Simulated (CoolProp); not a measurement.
Properties of ammonia along the isotherm 412.3 K.

Values from CoolProp's reference Helmholtz-energy equation of state, Gao 2020.

```json
[
 {"p (bar)": "51.7", "phase": "gas", "density (kg/m³)": "31.25", "cv (kJ/(kg K))": "2.198", "isothermal compressibility (1/MPa)": "0.2413", "conductivity (mW/(m K))": "47.3"},
 {"p (bar)": "103", "phase": "gas", "density (kg/m³)": "90.41", "cv (kJ/(kg K))": "2.896", "isothermal compressibility (1/MPa)": "0.2188", "conductivity (mW/(m K))": "80.0"},
 {"p (bar)": "155", "phase": "supercritical", "density (kg/m³)": "358.0", "cv (kJ/(kg K))": "2.903", "isothermal compressibility (1/MPa)": "0.04214", "conductivity (mW/(m K))": "223"},
 {"p (bar)": "207", "phase": "supercritical", "density (kg/m³)": "405.4", "cv (kJ/(kg K))": "2.755", "isothermal compressibility (1/MPa)": "0.01495", "conductivity (mW/(m K))": "252"},
 {"p (bar)": "258", "phase": "supercritical", "density (kg/m³)": "430.3", "cv (kJ/(kg K))": "2.707", "isothermal compressibility (1/MPa)": "0.009323", "conductivity (mW/(m K))": "271"},
 {"p (bar)": "310", "phase": "supercritical", "density (kg/m³)": "448.4", "cv (kJ/(kg K))": "2.684", "isothermal compressibility (1/MPa)": "0.006802", "conductivity (mW/(m K))": "288"},
 {"p (bar)": "362", "phase": "supercritical", "density (kg/m³)": "462.7", "cv (kJ/(kg K))": "2.672", "isothermal compressibility (1/MPa)": "0.005383", "conductivity (mW/(m K))": "302"},
 {"p (bar)": "413", "phase": "supercritical", "density (kg/m³)": "474.4", "cv (kJ/(kg K))": "2.665", "isothermal compressibility (1/MPa)": "0.004484", "conductivity (mW/(m K))": "314"},
 {"p (bar)": "465", "phase": "supercritical", "density (kg/m³)": "484.7", "cv (kJ/(kg K))": "2.661", "isothermal compressibility (1/MPa)": "0.003840", "conductivity (mW/(m K))": "325"},
 {"p (bar)": "517", "phase": "supercritical", "density (kg/m³)": "493.9", "cv (kJ/(kg K))": "2.660", "isothermal compressibility (1/MPa)": "0.003363", "conductivity (mW/(m K))": "336"},
 {"p (bar)": "568", "phase": "supercritical", "density (kg/m³)": "501.9", "cv (kJ/(kg K))": "2.659", "isothermal compressibility (1/MPa)": "0.003001", "conductivity (mW/(m K))": "346"}
]
```

Thermal conductivity comes from a separate model (Tufeu 1984).
